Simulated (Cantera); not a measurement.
An adiabatic, constant-volume homogeneous reactor starts with CO : H₂ : O₂ : N₂ = 1 : 0.083 : 0.95 : 3.57 (molar parts), equivalence ratio 0.57, at 1048 K and 8.70 bar. Integrator tolerance rtol = 1e-08.

Model: GRI-Mech 3.0 (53 species, 325 reactions), integrated in Cantera. The hydrogen kinetics of GRI-Mech 3.0 are dated; newer H2 mechanisms differ, most at raised pressure.

Q: What does this change do: pressure from 8.70 bar to 0.260 bar?

A: 
| quantity | before | after |
|---|---|---|
| time of steepest temperature rise | 1.60 ms | 1.29 ms |
| temperature at 0.500 s | 2680 K | 2513 K |
| equilibrium temperature | 2680 K | 2513 K |
| x(CO) at 0.500 s | 0.0133 (gas-phase equilibrium 0.0133) | 0.0297 (gas-phase equilibrium 0.0297) |
| x(H₂) at 0.500 s | 0.000156 (gas-phase equilibrium 0.000156) | 0.000375 (gas-phase equilibrium 0.000375) |
| x(O₂) at 0.500 s | 0.0761 (gas-phase equilibrium 0.0761) | 0.0832 (gas-phase equilibrium 0.0832) |
| x(H₂O) at 0.500 s | 0.0143 (gas-phase equilibrium 0.0143) | 0.0129 (gas-phase equilibrium 0.0129) |
| x(H₂O₂) at 0.500 s | 1.80e-7 (gas-phase equilibrium 1.80e-7) | 2.04e-8 (gas-phase equilibrium 2.04e-8) |

Q: What does this change do: pressure from 8.70 bar to 0.220 bar?

A: 
```json
[
 {"quantity": "time of steepest temperature rise", "before": "1.60 ms", "after": "1.51 ms"},
 {"quantity": "temperature at 0.500 s", "before": "2680 K", "after": "2504 K"},
 {"quantity": "equilibrium temperature", "before": "2680 K", "after": "2504 K"},
 {"quantity": "x(CO) at 0.500 s", "before": "0.0133 (gas-phase equilibrium 0.0133)", "after": "0.0306 (gas-phase equilibrium 0.0306)"},
 {"quantity": "x(H₂) at 0.500 s", "before": "0.000156 (gas-phase equilibrium 0.000156)", "after": "0.000388 (gas-phase equilibrium 0.000388)"},
 {"quantity": "x(O₂) at 0.500 s", "before": "0.0761 (gas-phase equilibrium 0.0761)", "after": "0.0836 (gas-phase equilibrium 0.0836)"},
 {"quantity": "x(H₂O) at 0.500 s", "before": "0.0143 (gas-phase equilibrium 0.0143)", "after": "0.0128 (gas-phase equilibrium 0.0128)"},
 {"quantity": "x(H₂O₂) at 0.500 s", "before": "1.80e-7 (gas-phase equilibrium 1.80e-7)", "after": "1.83e-8 (gas-phase equilibrium 1.83e-8)"}
]
```
